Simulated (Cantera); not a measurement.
A Cantera script and what it prints.

```python
import numpy as np
import cantera as ct

gas_names = """
    CL CL2 H HCL H2 Si SiCL SiCL2 SiCL3 SiCL4 SiH SiHCL3 SiH2 SiH2CL2 SiH3 SiH3CL SiH4 Si2 Si3
""".split()
cond_names = """
    Si(cr) Si(L)
""".split()


def load(file, names, dense=False):
    # The tables refer to 1 bar. Condensed volumes are neglected.
    table = {s.name: s for s in ct.Species.list_from_file(file)}
    out = []
    for n in names:
        d = dict(table[n].input_data)
        d["thermo"] = dict(d["thermo"], **{"reference-pressure": 1e5})
        if dense:
            d["equation-of-state"] = {"model": "constant-volume", "density": "1e6 g/cm^3"}
        out.append(ct.Species.from_dict(d))
    return out


gas = ct.Solution(thermo="ideal-gas", species=load("nasa_gas.yaml", gas_names))
cond = {s.name: ct.Solution(thermo="fixed-stoichiometry", species=[s], name=s.name)
        for s in load("nasa_condensed.yaml", cond_names, dense=True)}
atoms = {
    'SiHCl3': {'Si': 1, 'H': 1, 'CL': 3},
    'Cl2': {'CL': 2},
    'H2': {'H': 2},
}
top_T = {}  # K; cautious upper limits of use, not melting points


def equilibrate(T, P, feed):
    n = {}
    for name, mol in feed.items():
        for a, k in atoms[name].items():
            n[a] = n.get(a, 0.0) + k * mol
    gas.TPX = T, P, n
    mass = sum(n.values()) * gas.mean_molecular_weight
    gas.equilibrate("TP")
    valid = [c for c in cond.values() if c.min_temp <= T <= top_T.get(c.name, c.max_temp)]
    mix = ct.Mixture([(gas, mass / gas.mean_molecular_weight)] + [(c, 0.0) for c in valid])
    mix.T, mix.P = T, P
    mix.equilibrate("TP", solver="vcs", rtol=1e-11, max_steps=5000)
    return mix


results = []
feed = {'SiHCl3': 1, 'Cl2': 0.21, 'H2': 11}  # mol
P = 16000  # Pa
for T in [1100, 1150, 1200, 1250, 1300, 1350, 1400, 1450, 1500, 1550, 1600, 1650, 1700]:
    mix = equilibrate(T, P, feed)
    results.append((T, P, feed, dict(zip(mix.species_names, mix.species_moles))))

top = {s: max(r[3][s] / sum(r[3][g] for g in gas_names) for r in results) for s in gas_names}
cols = sorted((s for s in top if top[s] > 1e-06), key=lambda s: -top[s])[:8]
seen = [c for c in cond_names if any(r[3].get(c, 0) > 1e-12 for r in results)]
print("log10 of partial pressures in bar; condensed amounts in mol")
print(f"{'T/K':>10s}" + "".join(f"{s[:9]:>10s}" for s in cols + seen))
for T, P, feed, n in results:
    ng = sum(n[g] for g in gas_names)
    print(f"{T:10.4g}" + "".join(f"{np.log10(max(n[s] / ng * P / 1e5, 1e-99)):10.3f}" for s in cols)
          + "".join(f"{n.get(c, 0):10.4g}" for c in seen))
```

It prints:

```
log10 of partial pressures in bar; condensed amounts in mol
       T/K        H2       HCL     SiCL2     SiCL4    SiHCL3     SiCL3   SiH2CL2         H    Si(cr)     Si(L)
      1100    -0.841    -2.293    -3.436    -2.156    -2.536    -3.368    -3.837    -8.008     0.159         0
      1150    -0.846    -2.161    -3.134    -2.199    -2.576    -3.186    -3.854    -7.550    0.1808         0
      1200    -0.851    -2.047    -2.870    -2.262    -2.631    -3.037    -3.884    -7.130    0.1989         0
      1250    -0.858    -1.951    -2.644    -2.351    -2.706    -2.925    -3.928    -6.745    0.2093         0
      1300    -0.864    -1.873    -2.456    -2.475    -2.807    -2.852    -3.990    -6.388    0.2091         0
      1350    -0.871    -1.814    -2.308    -2.639    -2.938    -2.822    -4.073    -6.058    0.1988         0
      1400    -0.876    -1.772    -2.198    -2.845    -3.099    -2.835    -4.176    -5.751    0.1821         0
      1450    -0.880    -1.745    -2.121    -3.087    -3.286    -2.885    -4.296    -5.464    0.1638         0
      1500    -0.883    -1.730    -2.070    -3.352    -3.490    -2.962    -4.426    -5.196    0.1472         0
      1550    -0.885    -1.722    -2.036    -3.627    -3.700    -3.054    -4.561    -4.944    0.1332         0
      1600    -0.886    -1.718    -2.013    -3.902    -3.910    -3.153    -4.695    -4.707    0.1215         0
      1650    -0.886    -1.717    -1.997    -4.170    -4.114    -3.254    -4.826    -4.485    0.1114         0
      1700    -0.887    -1.715    -1.988    -4.425    -4.311    -3.354    -4.954    -4.275         0    0.1081
```

Cantera equilibrium calculation (NASA polynomials, part measured and part estimated; ideal gas, pure solids and liquids). The tables' values for SiCl3, SiCl are old estimates; treat these amounts as uncertain. Gases not in the tables: Si2H6 and higher silanes.
